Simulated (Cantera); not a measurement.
## Hydrocarbon pyrolysis for carbon deposition

An isothermal, constant-pressure homogeneous reactor starts with 35.8 % C2H6, 64.2 % H2, at 1000 K and 450 Pa.

Computed with Cantera and GRI-Mech 3.0 (53 species, 325 reactions). GRI-Mech 3.0 stops at C3 and has no aromatics, soot or wall deposition, so with more carbon than oxygen in the feed, carbon stays in small species such as C2H2 where larger ones or solid carbon would form. Radical loss at walls, strong at low pressure, is not modelled.

| t (s) | x C2H6 | x H2 | x C2H2 | x CH3 | x CH2 | x C2H4 | x CH4 |
|---|---|---|---|---|---|---|---|
| 4.00e-5 | 0.358 | 0.642 | <1e-12 | 4.43e-9 | <1e-12 | <1e-12 | 4.57e-11 |
| 0.000172 | 0.358 | 0.642 | <1e-12 | 1.84e-8 | <1e-12 | 6.97e-12 | 8.26e-10 |
| 0.000739 | 0.358 | 0.642 | <1e-12 | 6.88e-8 | <1e-12 | 7.07e-10 | 1.39e-8 |
| 0.00317 | 0.358 | 0.642 | <1e-12 | 1.75e-7 | <1e-12 | 4.68e-8 | 1.80e-7 |
| 0.0136 | 0.358 | 0.642 | <1e-12 | 2.19e-7 | <1e-12 | 1.76e-6 | 1.31e-6 |
| 0.0586 | 0.358 | 0.642 | 2.48e-11 | 2.45e-7 | <1e-12 | 4.02e-5 | 6.61e-6 |
| 0.252 | 0.357 | 0.642 | 8.18e-9 | 7.36e-7 | <1e-12 | 0.000765 | 5.07e-5 |
| 1.08 | 0.343 | 0.646 | 1.70e-6 | 3.72e-6 | 2.59e-12 | 0.0107 | 0.00111 |
| 4.65 | 0.273 | 0.660 | 6.07e-5 | 3.75e-6 | 2.64e-12 | 0.0596 | 0.00778 |
| 20.0 | 0.109 | 0.692 | 0.000857 | 2.64e-6 | 1.61e-12 | 0.173 | 0.0262 |
x: mole fraction; the columns are a selection and need not sum to one.

Equilibrium at this temperature and pressure: C2H6 0.000130, H2 0.401, C2H2 0.0290, CH3 5.04e-7, CH2 <1e-12, C2H4 0.0268, CH4 0.543 (gas phase only).
